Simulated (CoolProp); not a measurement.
Vapour-liquid equilibrium of carbon dioxide (1) + CH2F2 (R32) (2) at 0.542 MPa; x and y are mole fractions of (1).

Model: multi-fluid Helmholtz-energy mixture model, Span 1996 and Tillner-Roth 1997; pair parameters Bell 2016, in CoolProp.

| x | bubble temperature (K) | y at the bubble point | dew temperature at overall composition x (K) | liquid density (mol/L) |
|---|---|---|---|---|
| 0.05 | 256.4 | 0.180 | 259.8 | 21.41 |
| 0.2 | 245.0 | 0.537 | 255.9 | 22.37 |
| 0.35 | 236.7 | 0.726 | 251.5 | 23.22 |
| 0.5 | 230.6 | 0.835 | 246.4 | 24.01 |
| 0.65 | 225.8 | 0.904 | 240.3 | 24.78 |
| 0.8 | 222.0 | 0.952 | 232.7 | 25.57 |
| 0.95 | 218.7 | 0.989 | 222.1 | 26.40 |

No azeotrope shows between x = 0.05 and 0.95.

Pair parameters are fitted to limited data, so mixtures are less certain than the pure fluids. The gap from Raoult's law changes sign with composition, which may be real or a fault of the pair parameters; it wasn't checked against measurements.
